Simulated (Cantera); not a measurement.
A closed system holds: 1 mol Mg(OH)₂, 1 mol H₂, at 950 K and 3.00 Torr.

These are equilibrium values from Cantera (NASA tables, ideal gas, pure condensed phases), not measurements of a reactor. Candidate condensed phases: H₂O, Mg, MgO, Mg(OH)₂; 15 gas species. Equilibrium is a limit: real reactors are often held back by kinetics, nucleation or transport.

Base state: H₂ 0.500, H₂O 0.500 (mole fractions); condensed: MgO(s).

### Question
What changes in the equilibrium state with this change: temperature from 950 K to 1700 K?

### Answer
```tsv
species	before	after
H₂O	0.500	0.499
H₂	0.500	0.499
H	6.22e-9	0.00165
Mg	<1e-9	2.37e-5
OH	<1e-9	8.51e-5
MgO(s), mol	1.00	1.000
```

### Question
What changes in the equilibrium state with this change: temperature from 950 K to 1725 K?

### Answer
```
species       before     after
-----------  -------  --------
H₂O            0.500     0.499
H₂             0.500     0.498
H            6.22e-9   0.00207
Mg             <1e-9   3.88e-5
OH             <1e-9  0.000114
MgO(s), mol     1.00     1.000
```
